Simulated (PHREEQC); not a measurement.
0.2 mol of Cerargyrite (AgCl) is brought to equilibrium with 1 kg of water holding 52 mmol/kgw KCl, at 20 °C under several pressures of CO2. Oxygen is held at 0.21 atm. Only these solids could form: Cerargyrite, Ag2O, Ag2CO3.

Equilibrium calculation in PHREEQC: ion-association model, wateq4f.dat.

```json
[
 {"log pCO2 (atm)": "-5", "pH": "6.38", "dissolved Ag (mol/kgw)": "1.55e-6", "dissolved Cl (mol/kgw)": "0.0520", "CO2 (mol/kgw)": "3.87e-7"},
 {"log pCO2 (atm)": "-4.5", "pH": "6.14", "dissolved Ag (mol/kgw)": "1.55e-6", "dissolved Cl (mol/kgw)": "0.0520", "CO2 (mol/kgw)": "1.22e-6"},
 {"log pCO2 (atm)": "-4", "pH": "5.89", "dissolved Ag (mol/kgw)": "1.55e-6", "dissolved Cl (mol/kgw)": "0.0520", "CO2 (mol/kgw)": "3.87e-6"},
 {"log pCO2 (atm)": "-3.5", "pH": "5.64", "dissolved Ag (mol/kgw)": "1.55e-6", "dissolved Cl (mol/kgw)": "0.0520", "CO2 (mol/kgw)": "1.22e-5"},
 {"log pCO2 (atm)": "-3", "pH": "5.39", "dissolved Ag (mol/kgw)": "1.55e-6", "dissolved Cl (mol/kgw)": "0.0520", "CO2 (mol/kgw)": "3.87e-5"},
 {"log pCO2 (atm)": "-2.5", "pH": "5.14", "dissolved Ag (mol/kgw)": "1.55e-6", "dissolved Cl (mol/kgw)": "0.0520", "CO2 (mol/kgw)": "0.000122"},
 {"log pCO2 (atm)": "-2", "pH": "4.89", "dissolved Ag (mol/kgw)": "1.55e-6", "dissolved Cl (mol/kgw)": "0.0520", "CO2 (mol/kgw)": "0.000387"},
 {"log pCO2 (atm)": "-1.5", "pH": "4.64", "dissolved Ag (mol/kgw)": "1.55e-6", "dissolved Cl (mol/kgw)": "0.0520", "CO2 (mol/kgw)": "0.00122"},
 {"log pCO2 (atm)": "-1", "pH": "4.39", "dissolved Ag (mol/kgw)": "1.55e-6", "dissolved Cl (mol/kgw)": "0.0520", "CO2 (mol/kgw)": "0.00387"},
 {"log pCO2 (atm)": "-0.5", "pH": "4.14", "dissolved Ag (mol/kgw)": "1.55e-6", "dissolved Cl (mol/kgw)": "0.0520", "CO2 (mol/kgw)": "0.0122"},
 {"log pCO2 (atm)": "0", "pH": "3.89", "dissolved Ag (mol/kgw)": "1.55e-6", "dissolved Cl (mol/kgw)": "0.0520", "CO2 (mol/kgw)": "0.0387"}
]
```

Complexes and solids missing from the database can't appear.
